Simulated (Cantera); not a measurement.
Charge: 1 mol SiH4, 50 mol NH3, equilibrated at 0.230 bar.

Method: chemical equilibrium by Gibbs-energy minimisation in Cantera with the NASA 1993 tables (ideal gas, pure condensed phases). Candidate condensed phases: Si, Si3N4; 18 gas species. Gases not in the tables: Si2H6 and higher silanes. The numbers say what is thermodynamically allowed, not how fast it happens.

Question: Which condensed phases are stable at each of these points (T (°C)): 902, 1002, 1102, 1202, 1302, 1402, 1502, 1602, 1702, 1802?

Answer: 
```
T (°C)  condensed phases  Si condensed (%)
------  ----------------  ----------------
902             Si3N4(s)             100.0
1002            Si3N4(s)             100.0
1102            Si3N4(s)             100.0
1202            Si3N4(s)             100.0
1302            Si3N4(s)             100.0
1402            Si3N4(s)             100.0
1502            Si3N4(s)              99.9
1602            Si3N4(s)              99.3
1702               Si(l)              97.0
1802               Si(l)              92.2
```

From 902 °C to 1602 °C the condensed part is Si3N4(s). From 1702 °C to 1802 °C the condensed part is Si(l).
